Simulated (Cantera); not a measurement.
An adiabatic, constant-volume homogeneous reactor starts with CH₃OH : O₂ : N₂ = 1 : 2.83 : 10.6 (molar parts), equivalence ratio 0.53, at 1675 K and 10.0 bar. Integrator tolerance rtol = 1e-08.

Detailed kinetics in Cantera: GRI-Mech 3.0 (53 species, 325 reactions). GRI-Mech 3.0 was tuned for natural gas; its chemistry of methanol as a main component is partial and can be far from experiment.

### Question
What does this change do: N2 10.6 to 25 parts?

### Answer
| quantity | before | after |
|---|---|---|
| time of steepest temperature rise | 8.37 µs | 12.3 µs |
| temperature at 0.200 s | 2833 K | 2403 K |
| equilibrium temperature | 2833 K | 2403 K |
| x(CH₃OH) at 0.200 s | <1e-12 (gas-phase equilibrium <1e-12) | <1e-12 (gas-phase equilibrium <1e-12) |
| x(O₂) at 0.200 s | 0.0770 (gas-phase equilibrium 0.0770) | 0.0405 (gas-phase equilibrium 0.0405) |
| x(CO) at 0.200 s | 0.00862 (gas-phase equilibrium 0.00862) | 0.000933 (gas-phase equilibrium 0.000933) |
| x(H) at 0.200 s | 0.00112 (gas-phase equilibrium 0.00112) | 7.56e-5 (gas-phase equilibrium 7.56e-5) |
| x(N₂O) at 0.200 s | 4.84e-6 (gas-phase equilibrium 4.84e-6) | 1.93e-6 (gas-phase equilibrium 1.93e-6) |
| x(CO₂) at 0.200 s | 0.0575 (gas-phase equilibrium 0.0575) | 0.0331 (gas-phase equilibrium 0.0331) |
| x(HO₂) at 0.200 s | 3.27e-5 (gas-phase equilibrium 3.27e-5) | 5.10e-6 (gas-phase equilibrium 5.10e-6) |

### Question
What does this change do: pressure from 10.0 bar to 19.0 bar?

### Answer
| quantity | before | after |
|---|---|---|
| time of steepest temperature rise | 8.37 µs | 5.06 µs |
| temperature at 0.200 s | 2833 K | 2862 K |
| equilibrium temperature | 2833 K | 2862 K |
| x(CH₃OH) at 0.200 s | <1e-12 (gas-phase equilibrium <1e-12) | <1e-12 (gas-phase equilibrium <1e-12) |
| x(O₂) at 0.200 s | 0.0770 (gas-phase equilibrium 0.0770) | 0.0765 (gas-phase equilibrium 0.0765) |
| x(CO) at 0.200 s | 0.00862 (gas-phase equilibrium 0.00862) | 0.00721 (gas-phase equilibrium 0.00721) |
| x(H) at 0.200 s | 0.00112 (gas-phase equilibrium 0.00112) | 0.000805 (gas-phase equilibrium 0.000805) |
| x(N₂O) at 0.200 s | 4.84e-6 (gas-phase equilibrium 4.84e-6) | 6.96e-6 (gas-phase equilibrium 6.96e-6) |
| x(CO₂) at 0.200 s | 0.0575 (gas-phase equilibrium 0.0575) | 0.0591 (gas-phase equilibrium 0.0591) |
| x(HO₂) at 0.200 s | 3.27e-5 (gas-phase equilibrium 3.27e-5) | 4.08e-5 (gas-phase equilibrium 4.08e-5) |
The pressure lies above the range GRI-Mech 3.0 was tuned for (to about 10 atm).
